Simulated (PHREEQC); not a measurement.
A made-up water analysis in mg/kgw, 20 °C, pH 7.98, pe 0.2:

```
constituent         mg/kgw
------------------  ------
Na                    67.2
K                     4.47
Ca                    36.9
Mg                    9.71
Cl                     124
S(6) as SO4           31.7
Alkalinity as HCO3     104
Li                   0.312
```

Valence states are taken as typed.

Equilibrium calculation in PHREEQC: ion-association model, wateq4f.dat.

No solid was allowed to form.

Order these S species by the share of S that they hold, largest first: NaSO4-, SO4-2, CaSO4, MgSO4.

SO4-2 (88 %), CaSO4 (7.4 %), MgSO4 (3.5 %), NaSO4- (0.88 %)

The pH is 7.98 and the ionic strength 0.00724 mol/kgw. Complexes and solids missing from the database can't appear.
